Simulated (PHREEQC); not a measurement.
Synthetic water in mg/kgw, 25 °C, pH 3.96, pe 12.1:

| constituent | mg/kgw |
|---|---|
| Na | 2280 |
| K | 41 |
| Ca | 188 |
| Mg | 112 |
| Cl | 302 |
| S(6) as SO4 | 5570 |
| Zn | 30.2 |
| Al | 68.2 |
| Cd | 2.56 |

Cl is adjusted to close the charge balance.
Valence states are taken as typed.

Computed with PHREEQC (ion-association model, phreeqc.dat).

No solid was allowed to form.

Question: Order these Al species by the share of Al that they hold, largest first: Al+3, Al(SO4)2-, AlSO4+, AlOH+2.

Answer: AlSO4+ (64 %), Al(SO4)2- (28 %), Al+3 (7.5 %), AlOH+2 (0.29 %)

Question: Order these S species by the share of S that they hold, largest first: CaSO4, NaSO4-, AlSO4+, MgSO4, SO4-2.

Answer: SO4-2 (75 %), NaSO4- (11 %), MgSO4 (4.2 %), CaSO4 (3.6 %), AlSO4+ (2.8 %)

The pH is 3.96 and the ionic strength 0.155 mol/kgw.
